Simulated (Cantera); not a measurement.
An adiabatic, constant-pressure homogeneous reactor starts with CO : H2 : O2 : N2 = 1 : 0.19 : 1.92 : 7.22 (molar parts), equivalence ratio 0.31, at 1625 K and 1.01 bar.

Detailed kinetics in Cantera: GRI-Mech 3.0 (53 species, 325 reactions).

One state of this run: T (K) = 2401; x CO = 0.00577; x H2 = 0.000174; x O2 = 0.135; x O = 0.00330; x H2O2 = 3.56e-8; x NO = 0.00170. x: mole fraction; the columns are a selection and need not sum to one.

**Question.** Which value of t (s) does it belong to?
(A) 2.00e-6
(B) 1.75e-5
(C) 0.00393
(D) 0.000451

**Answer.** C, 0.00393
